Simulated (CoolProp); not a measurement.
Vapour-liquid equilibrium of ethanol (1) + n-heptane (2) at 546 kPa; x and y are mole fractions of (1).

The numbers come from the multi-fluid Helmholtz-energy mixture model, Schroeder 2014 and Span 2003; pair parameters Bell 2016 in CoolProp.

### Question
Give the bubble temperature and the first vapour's composition at x = 0.75, 0.85, 0.95. Is there an azeotrope?

### Answer
x = 0.75: 399.3 K, y = 0.757; x = 0.85: 399.5 K, y = 0.826; x = 0.95: 400.6 K, y = 0.931. y crosses x between x = 0.75 and 0.85: the model has an azeotrope there.

The pair parameters rest on a limited set of measurements; away from them the model extrapolates. With so large a gap from Raoult's law the liquid may split in two, which this calculation doesn't test in full.
